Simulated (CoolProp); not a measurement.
Model: reference Helmholtz-energy equation of state, Zhou 2011, in CoolProp.

Question: Give the vapour pressure (kPa), enthalpy of vaporisation (kJ/kg), liquid cp (kJ/(kg K)), surface tension (mN/m) of saturated dimethyl carbonate at 102.55, 111.15 °C.

Answer: 
```csv
T (°C),p (kPa),enthalpy of vaporisation (kJ/kg),liquid cp (kJ/(kg K)),surface tension (mN/m)
102.55,148,367,1.99,17.3
111.15,190,361,2.01,16.2
```

Surface tension comes from a separate correlation (Mulero 2014).
